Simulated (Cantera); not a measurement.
Feed: 1 mol Fe₃O₄, 830 mol H₂, 14 mol N₂, at 1400 K and 0.000630 bar.

Equilibrium computed with Cantera from the NASA thermochemical tables; the gas is ideal and each condensed phase is pure. Candidate condensed phases: Fe, FeO, Fe(OH)₂, Fe(OH)₃, Fe₂O₃, Fe₃O₄, H₂O; 27 gas species. Rates play no part.

Base state: H₂ 0.978, N₂ 0.0166, H₂O 0.00474, H 0.000192, Fe 2.43e-5 (mole fractions); condensed: Fe(γ).

**Question.** What changes in the equilibrium state with this change: Fe₃O₄ replaced by ZrO₂?

**Answer.** 
```
species                  before     after
---------------------  --------  --------
H₂                        0.978     0.983
N₂                       0.0166    0.0166
H                      0.000192  0.000192
H₂O                     0.00474   8.20e-7
Fe                      2.43e-5         0
Fe(γ), mol                 2.98         0
ZrN(s), mol                   0  0.000346
ZrO₂(monoclinic), mol         0     1.000
```
Mutual solubility and eutectic melting of coexisting phases are not modelled. ZrN: taken at fixed stoichiometry. Condensed phases not in the tables: solid solutions among these carbides, nitrides and lower oxides. Further candidate phases: Zr, ZrN, ZrO₂.
